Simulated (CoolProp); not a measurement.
CH3F (R41) at 381.39 K and 0.152 MPa is throttled through a valve to 0.104 MPa with no heat exchange. Each further row changes one setting.

Model: reference Helmholtz-energy equation of state, Lemmon 2006, in CoolProp. It is a short technical equation, of lower accuracy than the large ones.

```csv
case,temperature change (K),final density (kg/m³)
as stated,-0.4,1.12
outlet pressure 0.0312 MPa,-1.1,0.336
outlet pressure 0.135 MPa,-0.2,1.46
```
